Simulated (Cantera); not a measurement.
# Adiabatic ignition

An adiabatic, constant-pressure homogeneous reactor starts with CH4 : H2 : O2 : N2 = 1 : 1 : 2.63 : 9.21 (molar parts), at 1573 K and 0.987 atm.

Model: GRI-Mech 3.0 (53 species, 325 reactions), integrated in Cantera.

| t (s) | T (K) | x CH4 | x H2 | x O2 | x H2O | x H2O2 |
|---|---|---|---|---|---|---|
| 2.00e-6 | 1573 | 0.0723 | 0.0723 | 0.190 | 4.92e-7 | 6.95e-9 |
| 9.28e-6 | 1573 | 0.0722 | 0.0722 | 0.190 | 1.01e-5 | 8.12e-8 |
| 4.31e-5 | 1577 | 0.0704 | 0.0715 | 0.189 | 0.00188 | 7.82e-7 |
| 0.000200 | 2710 | <1e-12 | 0.0255 | 0.0310 | 0.164 | 2.57e-7 |
| 0.000928 | 2799 | <1e-12 | 0.0229 | 0.0271 | 0.172 | 3.54e-7 |
| 0.00431 | 2793 | <1e-12 | 0.0232 | 0.0250 | 0.172 | 3.37e-7 |
| 0.0200 | 2793 | <1e-12 | 0.0232 | 0.0249 | 0.172 | 3.37e-7 |
| 0.0928 | 2793 | <1e-12 | 0.0232 | 0.0249 | 0.172 | 3.37e-7 |
| 0.431 | 2793 | <1e-12 | 0.0232 | 0.0249 | 0.172 | 3.37e-7 |
| 2.00 | 2793 | <1e-12 | 0.0232 | 0.0249 | 0.172 | 3.37e-7 |
x: mole fraction; the columns are a selection and need not sum to one.

| Quantity | Value |
|---|---|
| time of steepest temperature rise | 81.6 µs |
| temperature at 2.00 s | 2793 K |
| equilibrium temperature | 2793 K |
| x(CH4) at 2.00 s | <1e-12 (gas-phase equilibrium <1e-12) |
| x(H2) at 2.00 s | 0.0232 (gas-phase equilibrium 0.0232) |
| x(O2) at 2.00 s | 0.0249 (gas-phase equilibrium 0.0249) |
